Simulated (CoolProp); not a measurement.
Vinyl chloride along the isotherm 0.15 °C: Z from the reference equation and from simpler models built on Tc = 151.9 °C, pc = 5.600 MPa, ω = 0.160; each cubic takes its own stable root.

The numbers come from the reference Helmholtz-energy equation of state, Thol 2022 in CoolProp.

| p (MPa) | phase | reference |
|---|---|---|
| 2.8 | liquid | 0.08111 |
| 5.6 | liquid | 0.1615 |
| 8.4 | liquid | 0.2411 |
| 11.2 | liquid | 0.3201 |
| 14 | liquid | 0.3985 |
| 16.8 | liquid | 0.4763 |
| 19.6 | liquid | 0.5535 |
| 22.4 | liquid | 0.6302 |
| 25.2 | liquid | 0.7064 |
| 28 | liquid | 0.7822 |

Q: How far does each simpler model (Redlich-Kwong, Soave-Redlich-Kwong) lie from the reference over these 10 states: mean and median of the absolute difference, and the worst?

A: 
- Redlich-Kwong: mean 7.8 %, median 7.7 %, worst +8.8 % at 0.15 °C and 2.8 MPa
- Soave-Redlich-Kwong: mean 6.4 %, median 6.3 %, worst +6.9 % at 0.15 °C and 2.8 MPa
